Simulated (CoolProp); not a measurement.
Vapour pressure (kPa) of ethylene: the reference equation beside estimates from Tc = 282.4 K, pc = 5042 kPa, ω = 0.087. Clausius-Clapeyron is anchored at 187.4 K with a constant enthalpy of vaporisation of 12.75 kJ/mol.

Values from CoolProp's reference Helmholtz-energy equation of state, Smukala 2000.

```tsv
T (K)	reference	Clausius-Clapeyron	Redlich-Kwong
174.3	134.2	141.5	138.3
177	155.4	161.9	161.2
179.6	178.1	183.5	185.8
182.2	203.3	207.3	213.2
184.8	?	233.3	243.4
187.4	261.8	261.8	276.7
190.1	296.8	294.1	314.6
192.7	333.6	327.9	354.7
195.3	373.8	364.6	398.3
197.9	417.5	?	445.7
200.5	464.9	446.9	?
203.1	?	492.9	?
205.8	573.6	544.2	614.5
208.4	633.4	597.2	678.9
211	?	653.9	747.9
```

**Question.** Fill in the missing entries.

**Answer.** 
- 184.8, reference: 231.2
- 197.9, Clausius-Clapeyron: 404.2
- 200.5, Redlich-Kwong: 497.0
- 203.1, reference: 516.1
- 203.1, Redlich-Kwong: 552.4
- 211, reference: 697.5

Absolute difference from the reference over all 15 rows, mean and median: Clausius-Clapeyron 3.3 and 3.2 %, Redlich-Kwong 5.9 and 6.3 %.
